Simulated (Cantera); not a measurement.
An isothermal, constant-pressure homogeneous reactor starts with 5.66 % CH4, 94.3 % H2, at 1823 K and 0.0132 atm.

Model: GRI-Mech 3.0 (53 species, 325 reactions), integrated in Cantera. GRI-Mech 3.0 stops at C3 and has no aromatics, soot or wall deposition, so with more carbon than oxygen in the feed, carbon stays in small species such as C2H2 where larger ones or solid carbon would form. Radical loss at walls, strong at low pressure, is not modelled.

x: mole fraction; the columns are a selection and need not sum to one.

```csv
t (s),x CH4,x H2,x C2H2,x C2H,x CH2,x CH3
3.00e-6,0.0566,0.943,<1e-12,<1e-12,<1e-12,2.71e-7
1.06e-5,0.0566,0.943,<1e-12,<1e-12,<1e-12,9.74e-7
3.74e-5,0.0566,0.943,<1e-12,<1e-12,4.97e-12,3.55e-6
0.000132,0.0566,0.943,<1e-12,<1e-12,1.07e-10,1.28e-5
0.000467,0.0566,0.943,1.64e-10,<1e-12,1.81e-9,4.57e-5
0.00165,0.0564,0.943,3.40e-8,<1e-12,2.46e-8,0.000161
0.00583,0.0559,0.943,7.74e-6,3.76e-11,2.91e-7,0.000565
0.0206,0.0523,0.943,0.000936,1.45e-8,2.33e-6,0.00168
0.0727,0.0341,0.952,0.00965,2.24e-7,3.37e-6,0.00164
0.257,0.0126,0.964,0.0204,5.59e-7,2.02e-6,0.000719
0.907,0.00293,0.968,0.0252,8.40e-7,7.68e-7,0.000203
3.21,?,0.969,0.0264,9.62e-7,?,?
11.3,0.000181,0.969,0.0266,9.84e-7,6.12e-8,1.40e-5
40.0,?,0.969,0.0267,9.86e-7,?,?
```

Task: Complete the blanks.

Result: 
- 3.21, x CH4: 0.000643
- 3.21, x CH2: 2.10e-7
- 3.21, x CH3: 4.89e-5
- 40.0, x CH4: 0.000103
- 40.0, x CH2: 3.51e-8
- 40.0, x CH3: 7.97e-6
